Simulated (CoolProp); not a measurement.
Vapour-liquid equilibrium of ethanol (1) + p-xylene (2) at 121.55 °C; x and y are mole fractions of (1).

Computed with CoolProp (multi-fluid Helmholtz-energy mixture model, Schroeder 2014 and Zhou 2012; pair parameters Bell 2016).

```
x      bubble pressure (kPa)  y at the bubble point  dew pressure at overall composition x (kPa)  liquid density (mol/L)
-----  ---------------------  ---------------------  -------------------------------------------  ----------------------
0.05                   148.5                  0.579                                        66.62                       ?
0.125                  229.4                  0.734                                        72.34                   7.688
0.2                    275.4                  0.784                                        79.10                   7.990
0.275                  302.2                  0.808                                        87.23                   8.326
0.35                   319.1                  0.823                                        97.17                   8.701
0.425                  331.6                  0.834                                        109.6                   9.122
0.5                    342.8                  0.845                                        125.7                   9.596
0.575                  354.5                  0.857                                        147.3                   10.13
0.65                   367.6                  0.872                                        177.4                       ?
0.725                  382.2                      ?                                        222.4                   11.43
0.8                    398.5                  0.915                                            ?                   12.22
0.875                  416.2                      ?                                        369.9                   13.13
0.95                   435.0                  0.976                                        420.0                   14.17
```

### Question
What belongs in the gaps?

### Answer

- 0.05, liquid density (mol/L): 7.415
- 0.65, liquid density (mol/L): 10.74
- 0.725, y at the bubble point: 0.891
- 0.8, dew pressure at overall composition x (kPa): 292.5
- 0.875, y at the bubble point: 0.944

No azeotrope shows between x = 0.05 and 0.95.

The pair parameters rest on a limited set of measurements; away from them the model extrapolates. With so large a gap from Raoult's law the liquid may split in two, which this calculation doesn't test in full.
